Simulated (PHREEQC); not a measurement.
**Spent oxide etchant (model solution)**

Solution (68 °C): 0.057 mol HF, 0.00019 mol (NH4)2SiF6, 0.0012 mol H3PO4 and 0.02 mol HCl per kg of water. Closed to the air; pH follows from the charge balance.

The numbers come from PHREEQC with the ion-association model, phreeqc.dat.

Each row changes one thing in this solution. No solid was allowed to form.

| case | pH | ionic strength (mol/kgw) | HF (mol/kgw) | F- (mol/kgw) | HF2- (mol/kgw) | H4SiO4 (mol/kgw) | SI of Quartz (SiO2) |
|---|---|---|---|---|---|---|---|
| as made | 1.72 | 0.0221 | 0.0555 | 0.00101 | 0.000245 | 4.30e-8 | -3.94 |
| HCl from 0.02 to 0.01 mol/kgw | 1.95 | 0.0129 | 0.0546 | 0.00162 | 0.000389 | 1.89e-8 | … |
| HCl from 0.02 to 0.022 mol/kgw | 1.69 | 0.0240 | 0.0556 | 0.000936 | 0.000228 | … | -3.88 |
| H3PO4 from 0.0012 to 0.00132 mol/kgw | 1.72 | 0.0221 | 0.0555 | 0.00101 | 0.000245 | 4.31e-8 | -3.93 |
| H3PO4 left out | 1.73 | 0.0218 | 0.0555 | … | 0.000247 | 4.23e-8 | -3.94 |
| HF from 0.057 to 0.114 mol/kgw | 1.70 | 0.0236 | 0.110 | … | 0.000911 | 7.79e-10 | -5.68 |
| temperature from 68 to 40 °C | 1.71 | 0.0229 | 0.0546 | 0.00164 | 0.000377 | 2.20e-10 | -5.88 |
| 0.0013 mol/kgw KOH added | 1.75 | 0.0222 | 0.0554 | 0.00107 | 0.000259 | 3.86e-8 | -3.98 |
| HCl left out | 2.34 | 0.00555 | 0.0518 | 0.00356 | 0.000809 | 5.22e-9 | -4.85 |

Problem. Fill in the missing entries.

Solution. 
- HCl from 0.02 to 0.01 mol/kgw, SI of Quartz (SiO2): -4.29
- HCl from 0.02 to 0.022 mol/kgw, H4SiO4 (mol/kgw): 4.88e-8
- H3PO4 left out, F- (mol/kgw): 0.00102
- HF from 0.057 to 0.114 mol/kgw, F- (mol/kgw): 0.00188

Constants without temperature data keep their 25 °C values here. SiF6-2 is the database's only silicon fluoride.
